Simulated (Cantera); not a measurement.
A freely propagating, adiabatic, planar premixed flame of H₂ : O₂ : N₂ = 1 : 0.455 : 2.14 (molar parts), equivalence ratio 1.1, unburnt at 300 K and 1.01 bar; mixture-averaged transport, grid criteria slope 0.08 and curve 0.16, no radiation.

Computed with Cantera and the H2/O2 subset of GRI-Mech 3.0, which has no nitrogen chemistry. Burning velocities carry a grid error of a few per cent, more on coarse grids.

Q: How do the results move with these cheaper or finer settings: unity-Lewis-number transport; multicomponent transport; multicomponent+Soret transport; grid criteria slope 0.5, curve 1; grid criteria slope 0.25, curve 0.5; grid criteria slope 0.03, curve 0.06?

A: 
```tsv
setting	laminar burning velocity	thermal thickness	peak x(OH)	peak x(H₂O₂)	grid points
as above	194 cm/s	0.353 mm	0.00962	0.000115	120
unity-Lewis-number transport	134 cm/s	0.323 mm	0.00961	3.18e-5	107
multicomponent transport	191 cm/s	0.348 mm	0.00959	0.000118	120
multicomponent+Soret transport	174 cm/s	0.344 mm	0.00962	0.000116	121
grid criteria slope 0.5, curve 1	216 cm/s	0.480 mm	0.0102	8.89e-5	37
grid criteria slope 0.25, curve 0.5	197 cm/s	0.381 mm	0.00962	0.000106	58
grid criteria slope 0.03, curve 0.06	194 cm/s	0.346 mm	0.00946	0.000117	262
```
Unity Lewis numbers drop preferential diffusion, which matters most where H2 and H carry the flame; Soret adds thermal diffusion.
